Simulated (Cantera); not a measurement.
Charge: 1 mol Si3N4, 0.03 mol H2O, 1 mol N2, held at 10.0 mbar.

Equilibrium computed with Cantera from the NASA thermochemical tables; the gas is ideal and each condensed phase is pure. Candidate condensed phases: H2O, Si, SiO2, Si2N2O, Si3N4; 35 gas species. Mutual solubility and eutectic melting of coexisting phases are not modelled. The tables' values for SiN are old estimates; treat these amounts as uncertain. Equilibrium is a limit: real reactors are often held back by kinetics, nucleation or transport.

log p: log10 of the partial pressure in bar; n: condensed amount in mol.

```tsv
T (K)	log p N2	log p H2	log p SiO	log p H	log p Si	log p Si2N	log p SiN	n Si2N2O(s)	n Si3N4(s)	n Si(l)
1523	-2.01	-3.54	-6.53	-6.41	-9.16	-11.32	-10.10	0.0300	0.980	0
1573	-2.01	-3.54	-5.90	-6.16	-8.40	-10.36	-9.43	0.0299	0.980	0
1623	-2.01	-3.54	-5.31	-5.93	-7.70	-9.47	-8.81	0.0295	0.980	0
1673	-2.01	-3.54	?	?	?	?	-8.22	0.0282	0.981	0
1723	-2.02	-3.55	-4.24	-5.51	-6.41	-7.84	-7.67	0.0240	0.982	0
1773	-2.02	-3.55	?	-5.32	?	?	-7.15	?	0.986	0
1823	-2.01	-4.02	-4.01	-5.37	-5.35	-6.55	-6.74	0	0	2.97
```

Problem. What belongs in the gaps?

Solution. 
- 1673, log p SiO: -4.76
- 1673, log p H: -5.71
- 1673, log p Si: -7.04
- 1673, log p Si2N: -8.63
- 1773, log p SiO: -3.75
- 1773, log p Si: -5.82
- 1773, log p Si2N: -7.09
- 1773, n Si2N2O(s): 0.0110
